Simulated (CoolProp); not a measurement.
C3F8 (R218) at 435 K and 0.15 MPa is throttled through a valve to 0.089 MPa with no heat exchange. Each further row changes one setting.

Computed with CoolProp (reference Helmholtz-energy equation of state, Lemmon 2006). It is a short technical equation, of lower accuracy than the large ones.

```csv
case,temperature change (K),final density (kg/m³)
as stated,-0.3,(withheld)
outlet pressure 0.0267 MPa,-0.5,(withheld)
outlet pressure 0.116 MPa,-0.1,(withheld)
```

**Question.** Complete the blanks.

**Answer.** 
- as stated, final density (kg/m³): 4.65
- outlet pressure 0.0267 MPa, final density (kg/m³): 1.39
- outlet pressure 0.116 MPa, final density (kg/m³): 6.07
